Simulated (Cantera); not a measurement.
Input: 1 mol AlN, 0.16 mol H2O, equilibrated at 13.3 mbar.

These are equilibrium values from Cantera (NASA tables, ideal gas, pure condensed phases), not measurements of a reactor. Candidate condensed phases: Al, AlN, Al2O3, H2O; 35 gas species. Mutual solubility and eutectic melting of coexisting phases are not modelled. The numbers say what is thermodynamically allowed, not how fast it happens.

Over these rows the condensed part is AlN(s) + Al2O3(s). Partial pressures as log10 of bar:

```csv
T (K),1000/T (1/K),log p Al,log p H2,log p N2
1573,0.6357,-7.94,-2.00,-2.48
1598,0.6258,-7.61,-2.00,-2.48
1623,0.6161,-7.29,-2.00,-2.48
1648,0.6068,-6.98,-2.00,-2.48
1673,0.5977,?,-2.00,-2.48
1698,0.5889,-6.39,-2.00,-2.48
```

### Question
Fit log p(Al) = a + b·(1000/T) to the five rows, give the apparent enthalpy, and predict the row at 1673 K.

### Answer
Means: 1000/T = 0.6147, log p = -7.242. Sxy = -0.042861, Sxx = 0.0012942, so b = -33.12 and a = -7.242 − (-33.12)×0.6147 = 13.12.
Apparent enthalpy: −19.145 × (-33.12) = 634 kJ/mol. With the condensed phases at unit activity, AlN(s) = Al(g) + 1/2 N2(g) links this pressure to the main gases: over the six rows their terms move log p by +0.00 in all, so the slope is close to that reaction's ΔH°. The five rows lie within 0.01 of the line.
Prediction at 1673 K: 13.12 + (-33.12)×0.5977 = -6.68. The computed value is -6.68, 0.00 from the line.
